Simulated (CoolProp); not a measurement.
Properties of p-xylene along the isotherm 620 K (Tc = 616.2 K, pc = 3.532 MPa, ω = 0.324).

Values from CoolProp's reference Helmholtz-energy equation of state, Zhou 2012.

```json
[
 {"p (MPa)": "0.482", "phase": "gas", "density (kg/m³)": "10.47", "cp (kJ/(kg K))": "2.282", "cv (kJ/(kg K))": "2.183", "Joule-Thomson coefficient (K/MPa)": "(withheld)", "isothermal compressibility (1/MPa)": "2.191"},
 {"p (MPa)": "0.963", "phase": "gas", "density (kg/m³)": "22.20", "cp (kJ/(kg K))": "2.328", "cv (kJ/(kg K))": "(withheld)", "Joule-Thomson coefficient (K/MPa)": "8.494", "isothermal compressibility (1/MPa)": "1.170"},
 {"p (MPa)": "1.44", "phase": "gas", "density (kg/m³)": "35.52", "cp (kJ/(kg K))": "2.393", "cv (kJ/(kg K))": "2.220", "Joule-Thomson coefficient (K/MPa)": "9.378", "isothermal compressibility (1/MPa)": "0.8472"},
 {"p (MPa)": "1.93", "phase": "gas", "density (kg/m³)": "51.68", "cp (kJ/(kg K))": "2.494", "cv (kJ/(kg K))": "2.246", "Joule-Thomson coefficient (K/MPa)": "(withheld)", "isothermal compressibility (1/MPa)": "0.7033"},
 {"p (MPa)": "2.41", "phase": "gas", "density (kg/m³)": "71.34", "cp (kJ/(kg K))": "2.662", "cv (kJ/(kg K))": "2.279", "Joule-Thomson coefficient (K/MPa)": "12.25", "isothermal compressibility (1/MPa)": "0.6527"},
 {"p (MPa)": "2.89", "phase": "gas", "density (kg/m³)": "98.00", "cp (kJ/(kg K))": "3.010", "cv (kJ/(kg K))": "2.325", "Joule-Thomson coefficient (K/MPa)": "14.76", "isothermal compressibility (1/MPa)": "0.6881"},
 {"p (MPa)": "3.37", "phase": "gas", "density (kg/m³)": "142.8", "cp (kJ/(kg K))": "(withheld)", "cv (kJ/(kg K))": "2.401", "Joule-Thomson coefficient (K/MPa)": "18.98", "isothermal compressibility (1/MPa)": "0.9644"},
 {"p (MPa)": "3.85", "phase": "supercritical", "density (kg/m³)": "376.4", "cp (kJ/(kg K))": "6.307", "cv (kJ/(kg K))": "2.427", "Joule-Thomson coefficient (K/MPa)": "8.856", "isothermal compressibility (1/MPa)": "0.5356"},
 {"p (MPa)": "4.33", "phase": "supercritical", "density (kg/m³)": "425.3", "cp (kJ/(kg K))": "4.037", "cv (kJ/(kg K))": "2.356", "Joule-Thomson coefficient (K/MPa)": "4.060", "isothermal compressibility (1/MPa)": "0.1434"},
 {"p (MPa)": "4.82", "phase": "supercritical", "density (kg/m³)": "448.6", "cp (kJ/(kg K))": "3.587", "cv (kJ/(kg K))": "2.335", "Joule-Thomson coefficient (K/MPa)": "(withheld)", "isothermal compressibility (1/MPa)": "0.08427"},
 {"p (MPa)": "5.3", "phase": "supercritical", "density (kg/m³)": "464.1", "cp (kJ/(kg K))": "3.379", "cv (kJ/(kg K))": "2.323", "Joule-Thomson coefficient (K/MPa)": "2.097", "isothermal compressibility (1/MPa)": "0.06053"}
]
```

Problem. What belongs in the gaps?

Solution. 
- 0.482, Joule-Thomson coefficient (K/MPa): 7.796
- 0.963, cv (kJ/(kg K)): 2.200
- 1.93, Joule-Thomson coefficient (K/MPa): 10.59
- 3.37, cp (kJ/(kg K)): 4.188
- 4.82, Joule-Thomson coefficient (K/MPa): 2.745

The peak of cp marks the crossing from liquid-like to gas-like fluid above the critical point.
